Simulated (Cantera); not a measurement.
A closed system holds: 1 mol HgO, 0.097 mol H2, 0.11 mol N2, equilibrated at 630 Torr.

Equilibrium computed with Cantera from the NASA thermochemical tables; the gas is ideal and each condensed phase is pure. Candidate condensed phases: H2O, Hg, HgO; 25 gas species. Kinetics and transport are ignored.

Task: Which condensed phases are stable at each of these points (T (K)): 525, 625, 725, 825, 925, 1025, 1125, 1225?

Result: 
```json
[
 {"T (K)": "525", "condensed phases": "Hg(l) + HgO(s)", "Hg condensed (%)": "97.1"},
 {"T (K)": "625", "condensed phases": "HgO(s)", "Hg condensed (%)": "90.2"},
 {"T (K)": "725", "condensed phases": "gas only", "Hg condensed (%)": "0.0"},
 {"T (K)": "825", "condensed phases": "gas only", "Hg condensed (%)": "0.0"},
 {"T (K)": "925", "condensed phases": "gas only", "Hg condensed (%)": "0.0"},
 {"T (K)": "1025", "condensed phases": "gas only", "Hg condensed (%)": "0.0"},
 {"T (K)": "1125", "condensed phases": "gas only", "Hg condensed (%)": "0.0"},
 {"T (K)": "1225", "condensed phases": "gas only", "Hg condensed (%)": "0.0"}
]
```

At 525 K the condensed part is Hg(l) + HgO(s). At 625 K the condensed part is HgO(s). From 725 K to 1225 K nothing is condensed.
